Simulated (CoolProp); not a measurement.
Saturation properties of 1-butene.

Model: reference Helmholtz-energy equation of state, Lemmon 2005, in CoolProp. It is a short technical equation, of lower accuracy than the large ones.

```csv
T (K),p (bar),vapour density (kg/m³),liquid cp (kJ/(kg K))
189.9,0.01162,0.04138,1.944
209.6,0.05267,0.1705,1.986
229.3,0.1770,0.5277,2.038
249,0.4771,1.327,2.101
268.7,1.089,2.861,2.174
288.4,2.186,5.505,2.260
308.1,3.977,9.738,2.364
327.8,6.689,16.20,2.490
```

It boils at 266.8 K under 1 atm.
